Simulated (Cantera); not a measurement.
Mixture: H₂ : O₂ : N₂ = 1 : 0.278 : 1.04 (molar parts), equivalence ratio 1.8, at 713 Torr, adiabatic and at constant volume. Ignition delay is the time to a rise of 400 K.

Computed with Cantera and the H2/O2 subset of GRI-Mech 3.0, which has no nitrogen chemistry. Where the delays flatten at high temperature, the 400 K rule measures the pace of heat release, not the induction time.

What does this change do: H2 1 to 0.74 parts?


| quantity | before | after |
|---|---|---|
| delay at 1075 K | 0.124 ms | 0.115 ms |
| delay at 1175 K | 58.9 µs | 55.4 µs |
| delay at 1275 K | 35.1 µs | 33.3 µs |
| delay at 1375 K | 23.7 µs | 22.6 µs |
| delay at 1475 K | 17.6 µs | 17.0 µs |

What does this change do: O2 0.278 to 0.088 parts?


| quantity | before | after |
|---|---|---|
| delay at 1075 K | 0.124 ms | 0.340 ms |
| delay at 1175 K | 58.9 µs | 0.178 ms |
| delay at 1275 K | 35.1 µs | 0.126 ms |
| delay at 1375 K | 23.7 µs | 0.109 ms |
| delay at 1475 K | 17.6 µs | 0.107 ms |
